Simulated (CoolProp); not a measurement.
Nitrogen along the isobar 20 bar: density (kg/m³) from the reference equation and from simpler models built on Tc = 126.2 K, pc = 33.96 bar, ω = 0.037; each cubic takes its own stable root.

Values from CoolProp's reference Helmholtz-energy equation of state, Span 2000.

| T (K) | phase | reference |
|---|---|---|
| 95.6 | liquid | 722.0 |
| 137.1 | gas | 59.21 |
| 178.6 | gas | 40.34 |
| 220.2 | gas | 31.48 |
| 261.7 | gas | 26.03 |
| 303.2 | gas | 22.27 |
| 344.7 | gas | 19.50 |
| 386.3 | gas | 17.35 |

**Question.** How far does each simpler model (van der Waals, Redlich-Kwong, Soave-Redlich-Kwong, Peng-Robinson) lie from the reference over these 8 states: mean and median of the absolute difference, and the worst?

**Answer.** 
- van der Waals: mean 4.7 %, median 1.0 %, worst -30.9 % at 95.6 K and 20 bar
- Redlich-Kwong: mean 0.5 %, median 0.4 %, worst -1.4 % at 95.6 K and 20 bar
- Soave-Redlich-Kwong: mean 0.4 %, median 0.3 %, worst -1.6 % at 95.6 K and 20 bar
- Peng-Robinson: mean 2.3 %, median 0.8 %, worst +11.3 % at 95.6 K and 20 bar
